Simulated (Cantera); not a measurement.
An isothermal, constant-pressure homogeneous reactor starts with NH3 : N2 = 1 : 0.54 (molar parts), at 1700 K and 0.0987 atm.

Cantera simulation using the gas-phase N/H chemistry of the illustrative SiF4/NH3 mechanism in the Surface Chemkin manual (1991); the numbers are that mechanism's predictions, not measurements. Walls and surfaces, which speed up NH3 decomposition in real reactors, are not modelled.

x: mole fraction; the columns are a selection and need not sum to one.

```csv
t (s),x NH3,x H2,x N2,x H,x NH2,x NH
2.00e-6,0.649,1.41e-8,0.351,1.49e-8,4.30e-8,<1e-12
9.28e-6,0.649,1.15e-7,0.351,1.91e-8,2.50e-7,<1e-12
4.31e-5,0.649,6.05e-7,0.351,1.92e-8,1.23e-6,1.15e-11
0.000200,0.649,2.88e-6,0.351,1.92e-8,5.78e-6,4.53e-10
0.000928,0.649,1.36e-5,0.351,2.00e-8,2.68e-5,1.68e-8
0.00431,0.649,…,0.351,…,…,…
0.0200,0.648,…,0.351,…,0.000242,…
0.0928,0.641,0.00762,0.351,1.20e-6,0.000238,9.57e-7
0.431,0.609,0.0362,0.354,5.24e-6,0.000220,1.21e-6
2.00,0.489,0.145,0.365,2.14e-5,0.000182,1.37e-6
```

Question: What belongs in the gaps?

Answer: 
- 0.00431, x H2: 8.75e-5
- 0.00431, x H: 4.15e-8
- 0.00431, x NH2: 0.000119
- 0.00431, x NH: 2.77e-7
- 0.0200, x H2: 0.00122
- 0.0200, x H: 2.67e-7
- 0.0200, x NH: 8.37e-7
